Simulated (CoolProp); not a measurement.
Vapour-liquid equilibrium of CH2F2 (R32) (1) + R123 (2) at -27.95 °C; x and y are mole fractions of (1).

Model: multi-fluid Helmholtz-energy mixture model, Tillner-Roth 1997 and Younglove 1994; pair parameters Bell 2016, in CoolProp.

Task: Give the bubble pressure and the first vapour's composition at x = 0.125, 0.2, 0.575. Is there an azeotrope?

Result: x = 0.125: 0.6403 bar, y = 0.891; x = 0.2: 0.9437 bar, y = 0.930; x = 0.575: 1.997 bar, y = 0.977. No azeotrope shows between x = 0.05 and 0.95.

Pair parameters are fitted to limited data, so mixtures are less certain than the pure fluids.
